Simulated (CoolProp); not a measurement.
Vapour-liquid equilibrium of nitrogen (1) + methane (2) at -164.15 °C; x and y are mole fractions of (1).

The numbers come from the multi-fluid Helmholtz-energy mixture model, Span 2000 and Setzmann 1991; pair parameters Kunz 2012 in CoolProp.

```
x     bubble pressure (MPa)  y at the bubble point  dew pressure at overall composition x (MPa)  liquid density (mol/L)
----  ---------------------  ---------------------  -------------------------------------------  ----------------------
0.05                 0.1880                  0.570                                      0.08515                   26.47
0.2              (withheld)             (withheld)                                   (withheld)              (withheld)
0.35                 0.6407                  0.888                                       0.1248              (withheld)
0.5                  0.8020                  0.919                                       0.1620                   25.24
0.65                 0.9523             (withheld)                                       0.2297                   24.64
0.8                   1.112                  0.964                                       0.3906                   23.87
0.95                  1.306                  0.990                                   (withheld)                   22.87
```

Task: Some entries are withheld; supply them.

Result: 
- 0.2, bubble pressure (MPa): 0.4458
- 0.2, y at the bubble point: 0.827
- 0.2, dew pressure at overall composition x (MPa): 0.1013
- 0.2, liquid density (mol/L): 26.13
- 0.35, liquid density (mol/L): 25.73
- 0.65, y at the bubble point: 0.942
- 0.95, dew pressure at overall composition x (MPa): 1.012

No azeotrope shows between x = 0.05 and 0.95.

Pair parameters are fitted to limited data, so mixtures are less certain than the pure fluids. The gap from Raoult's law changes sign with composition, which may be real or a fault of the pair parameters; it wasn't checked against measurements.
